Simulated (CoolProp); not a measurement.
Vapour-liquid equilibrium of dimethyl ether (1) + n-pentane (2) at 251.2 K; x and y are mole fractions of (1).

Computed with CoolProp (multi-fluid Helmholtz-energy mixture model, Wu 2011 and Thol 2019; pair parameters Bell 2016).

```tsv
x	bubble pressure, mixture model (MPa)	bubble pressure, Raoult's law (MPa)	y, mixture model	y, Raoult's law
0.05	0.01160	0.01343	0.337	0.426
0.15	0.02290	0.02406	0.707	0.713
0.25	0.03847	0.03470	0.851	0.825
0.35	0.05514	0.04533	0.912	0.884
0.45	0.07000	0.05596	0.941	0.920
0.55	0.08159	0.06659	0.957	0.945
0.65	0.09008	0.07722	0.966	0.963
0.75	0.09661	0.08786	0.974	0.977
0.85	0.1027	0.09849	0.981	0.988
0.95	0.1100	0.1091	0.992	0.996
```

The largest gap from Raoult's law is +25.1 % in bubble pressure, at x = 0.45. No azeotrope shows between x = 0.05 and 0.95.

The pair parameters rest on a limited set of measurements; away from them the model extrapolates. The gap from Raoult's law changes sign with composition, which may be real or a fault of the pair parameters; it wasn't checked against measurements.
